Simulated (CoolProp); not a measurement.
Properties of ethylene along the isobar 0.645 MPa.

The numbers come from the reference Helmholtz-energy equation of state, Smukala 2000 in CoolProp.

```csv
T (K),phase,density (kg/m³),expansivity (1/kK),fugacity coefficient
239.2,gas,9.848,5.320,0.9291
256.6,gas,9.027,4.710,0.9427
274.1,gas,8.348,4.251,0.9531
291.5,gas,7.778,3.892,0.9612
308.9,gas,7.288,3.599,0.9676
326.4,gas,6.858,3.351,0.9728
343.8,gas,6.482,3.142,0.9770
361.3,gas,6.145,2.959,0.9805
378.7,gas,5.845,2.799,0.9833
```
